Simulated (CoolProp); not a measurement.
Computed with CoolProp (reference Helmholtz-energy equation of state, Penoncello 2003).

Task: For CHF3 (R23), give the phase and the cv (kJ/(kg K)), Joule-Thomson coefficient (K/MPa), conductivity (mW/(m K)) at 146 K and 1070 kPa; 420.7 K and 54 kPa; 339.8 K and 9540 kPa.

Result: 
- 146 K and 1070 kPa: liquid; cv 0.726, Joule-Thomson coefficient -0.358, conductivity 193
- 420.7 K and 54 kPa: gas; cv 0.779, Joule-Thomson coefficient 4.88, conductivity 20.1
- 339.8 K and 9540 kPa: supercritical; cv 0.852, Joule-Thomson coefficient 4.70, conductivity 42.1

Thermal conductivity comes from a separate model (Shan 2000).
